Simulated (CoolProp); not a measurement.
Vapour-liquid equilibrium of R22 (1) + R152A (2) at 0.742 MPa; x and y are mole fractions of (1).

Values from CoolProp's multi-fluid Helmholtz-energy mixture model, Kamei 1995 and Outcalt 1996; pair parameters Bell 2016.

```csv
x,"bubble temperature, mixture model (K)","bubble temperature, Raoult's law (K)","y, mixture model","y, Raoult's law"
0.05,304.8,304.5,?,0.083
0.2,?,300.9,0.268,0.303
0.35,299.2,297.6,?,0.486
0.5,296.2,294.6,?,0.639
0.65,?,291.8,?,0.768
0.8,?,289.2,0.875,0.878
0.95,?,286.8,0.973,0.972
```

Question: What belongs in the gaps?

Answer: 
- 0.05, y, mixture model: 0.070
- 0.2, bubble temperature, mixture model (K): 302.0
- 0.35, y, mixture model: 0.449
- 0.5, y, mixture model: 0.612
- 0.65, bubble temperature, mixture model (K): 293.2
- 0.65, y, mixture model: 0.755
- 0.8, bubble temperature, mixture model (K): 290.1
- 0.95, bubble temperature, mixture model (K): 287.0

The largest gap from Raoult's law is +1.6 K in bubble temperature, at x = 0.5. No azeotrope shows between x = 0.05 and 0.95.

Pair parameters are fitted to limited data, so mixtures are less certain than the pure fluids.
